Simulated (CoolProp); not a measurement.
Octamethyltrisiloxane (MDM) at several states: density (kg/m³) from the reference equation and from simpler models built on Tc = 565.4 K, pc = 1438 kPa, ω = 0.528; each cubic takes its own stable root.

The numbers come from the reference Helmholtz-energy equation of state, Thol 2017 in CoolProp.

```json
[
 {"T (K)": "513.7", "p (kPa)": "18.4", "phase": "gas", "reference": "1.025"},
 {"T (K)": "312.4", "p (kPa)": "209", "phase": "liquid", "reference": "801.2"},
 {"T (K)": "572.5", "p (kPa)": "1270", "phase": "gas", "reference": "105.7"},
 {"T (K)": "502", "p (kPa)": "13.1", "phase": "gas", "reference": "0.7459"}
]
```

Q: How far does each simpler model (van der Waals, Soave-Redlich-Kwong, Peng-Robinson) lie from the reference over these 4 states: mean and median of the absolute difference, and the worst?

A: 
- van der Waals: mean 12.2 %, median 3.0 %, worst -42.5 % at 312.4 K and 209 kPa
- Soave-Redlich-Kwong: mean 3.3 %, median 1.5 %, worst -10.1 % at 312.4 K and 209 kPa
- Peng-Robinson: mean 0.7 %, median 0.6 %, worst +1.6 % at 572.5 K and 1270 kPa
